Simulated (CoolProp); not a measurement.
1-butene at several states: density (kg/m³) from the reference equation and from simpler models built on Tc = 419.3 K, pc = 4.006 MPa, ω = 0.192; each cubic takes its own stable root.

Model: reference Helmholtz-energy equation of state, Lemmon 2005, in CoolProp. It is a short technical equation, of lower accuracy than the large ones.

| T (K) | p (MPa) | phase | reference | Redlich-Kwong | Soave-Redlich-Kwong |
|---|---|---|---|---|---|
| 268.3 | 0.129 | liquid | [?] | [?] | [?] |
| 513.3 | 1.45 | gas | [?] | 20.48 | 20.32 |
| 189.3 | 0.844 | liquid | 710.0 | [?] | 652.0 |
| 173.3 | 13.6 | liquid | 733.7 | 666.3 | 669.8 |
| 153.6 | 0.0646 | liquid | [?] | [?] | 676.1 |
| 357.3 | 1.48 | liquid | 503.5 | [?] | 446.5 |

Task: Complete the blanks.

Result: 
- 268.3, reference: 624.0
- 268.3, Redlich-Kwong: 3.376
- 268.3, Soave-Redlich-Kwong: 579.0
- 513.3, reference: 20.41
- 189.3, Redlich-Kwong: 646.3
- 153.6, reference: 746.9
- 153.6, Redlich-Kwong: 673.8
- 357.3, Redlich-Kwong: 37.02

At some of these states Redlich-Kwong gives the other phase, because its saturation line lies elsewhere.
